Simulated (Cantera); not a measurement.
# Carbothermic reduction: PbO + C + H₂

Charge: 1 mol PbO, 1.9 mol C, 19 mol H₂, at 1.33 mbar.

Equilibrium computed with Cantera from the NASA thermochemical tables; the gas is ideal and each condensed phase is pure. Candidate condensed phases: C, C₆H₆, C₇H₈, C₈H₁₈, H₂O, Pb, PbO, PbO₂, Pb₃O₄; 113 gas species. Kinetics and transport are ignored.

| T (K) | x H₂ | x H | x Pb | x CO | x C₂H₂ (acetylene) | n C(graphite) |
|---|---|---|---|---|---|---|
| 1125 | 0.905 | 1.16e-6 | 0.0476 | 0.0476 | 2.08e-8 | 0.899 |
| 1225 | 0.905 | 8.12e-6 | 0.0476 | 0.0476 | 1.47e-7 | 0.900 |
| 1325 | 0.905 | 4.26e-5 | 0.0476 | 0.0476 | 7.70e-7 | 0.900 |
| 1425 | 0.905 | 0.000178 | 0.0476 | 0.0476 | 3.19e-6 | 0.900 |
| 1525 | 0.904 | 0.000616 | 0.0476 | 0.0476 | 1.09e-5 | 0.899 |
| 1625 | 0.903 | 0.00184 | 0.0476 | 0.0476 | 3.21e-5 | 0.899 |
| 1725 | 0.900 | 0.00483 | 0.0475 | 0.0475 | 8.29e-5 | 0.896 |
| 1825 | 0.894 | 0.0114 | 0.0473 | 0.0473 | 0.000192 | 0.892 |
| 1925 | 0.881 | 0.0246 | 0.0470 | 0.0470 | 0.000403 | 0.883 |
| 2025 | 0.857 | 0.0488 | 0.0465 | 0.0465 | 0.000776 | 0.867 |
| 2125 | 0.818 | 0.0899 | 0.0455 | 0.0455 | 0.00137 | 0.839 |
| 2225 | 0.756 | 0.154 | 0.0439 | 0.0439 | 0.00222 | 0.798 |
| 2325 | 0.667 | 0.246 | 0.0418 | 0.0418 | 0.00326 | 0.739 |
x: gas mole fraction; n: condensed amount in mol.

From 1125 K to 2325 K the condensed part is C(graphite). The main Pb-bearing gas is Pb throughout.
